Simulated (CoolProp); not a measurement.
Benzene at several states: fugacity coefficient from the reference equation and from simpler models built on Tc = 562.0 K, pc = 4.906 MPa, ω = 0.211; each cubic takes its own stable root.

Computed with CoolProp (reference Helmholtz-energy equation of state, Thol 2012).

```json
[
 {"T (K)": "545.2", "p (MPa)": "0.103", "phase": "gas", "reference": "0.9921", "van der Waals": "0.9933", "Redlich-Kwong": "0.9922", "Soave-Redlich-Kwong": "0.9921"},
 {"T (K)": "328.7", "p (MPa)": "25.8", "phase": "liquid", "reference": "0.004016", "van der Waals": "0.05140", "Redlich-Kwong": "0.007503", "Soave-Redlich-Kwong": "0.004344"},
 {"T (K)": "509.7", "p (MPa)": "0.011", "phase": "gas", "reference": "0.9989", "van der Waals": "0.9992", "Redlich-Kwong": "0.9990", "Soave-Redlich-Kwong": "0.9990"},
 {"T (K)": "365.8", "p (MPa)": "9.69", "phase": "liquid", "reference": "0.01969", "van der Waals": "0.09796", "Redlich-Kwong": "0.03082", "Soave-Redlich-Kwong": "0.02028"},
 {"T (K)": "423", "p (MPa)": "4.85", "phase": "liquid", "reference": "0.1222", "van der Waals": "0.2864", "Redlich-Kwong": "0.1609", "Soave-Redlich-Kwong": "0.1253"},
 {"T (K)": "610.3", "p (MPa)": "0.0835", "phase": "gas", "reference": "0.9956", "van der Waals": "0.9959", "Redlich-Kwong": "0.9954", "Soave-Redlich-Kwong": "0.9956"}
]
```
